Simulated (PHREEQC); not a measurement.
Dissolve 0.021 mol/kgw Cu(BF4)2, 0.0043 mol/kgw H2SO4 and 0.019 mol/kgw Na2SO4 at 25 °C. Closed to the air; pH follows from the charge balance.

The numbers come from PHREEQC with the ion-association model, phreeqc.dat.

Each row changes one thing in this solution. No solid was allowed to form.

| case | pH | ionic strength (mol/kgw) | BF4- (mol/kgw) | Cu+2 (mol/kgw) | SO4-2 (mol/kgw) | HF (mol/kgw) |
|---|---|---|---|---|---|---|
| as made | 2.33 | 0.101 | 0.0382 | 0.0149 | 0.0135 | 0.00693 |
| temperature from 25 to 40 °C | 2.38 | 0.0996 | 0.0376 | 0.0148 | 0.0129 | 0.00865 |
| H2SO4 from 0.0043 to 0.00043 mol/kgw | 2.78 | 0.0969 | 0.0376 | 0.0151 | 0.0121 | 0.00545 |
| H2SO4 from 0.0043 to 0.0086 mol/kgw | 2.06 | 0.107 | 0.0383 | 0.0148 | 0.0146 | 0.00784 |
| diluted 2-fold with water | 2.53 | 0.0533 | 0.0182 | 0.00783 | 0.00756 | 0.00537 |
| diluted 100-fold with water | 3.25 | 0.00178 | 7.48e-6 | 0.000201 | 0.000216 | 0.000715 |
| H2SO4 from 0.0043 to 0.00215 mol/kgw | 2.54 | 0.0986 | 0.0380 | 0.0150 | 0.0128 | 0.00622 |

Complexes and solids missing from the database can't appear. Away from 25 °C the constants follow the database's enthalpies or fits; those with neither stay at their 25 °C values. Real BF4- forms and hydrolyses slowly; the run takes it at equilibrium.
